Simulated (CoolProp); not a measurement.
Vapour-liquid equilibrium of carbon dioxide (1) + C2F6 (R116) (2) at 240.9 K; x and y are mole fractions of (1).

The numbers come from the multi-fluid Helmholtz-energy mixture model, Span 1996 and Lemmon 2006; pair parameters Bell 2016 in CoolProp.

Question: Give the bubble pressure and the first vapour's composition at x = 0.35, 0.5, 0.8. Is there an azeotrope?

Answer: x = 0.35: 1.268 MPa, y = 0.564; x = 0.5: 1.394 MPa, y = 0.654; x = 0.8: 1.471 MPa, y = 0.785. y crosses x between x = 0.65 and 0.8: the model has an azeotrope there.

The pair parameters rest on a limited set of measurements; away from them the model extrapolates.
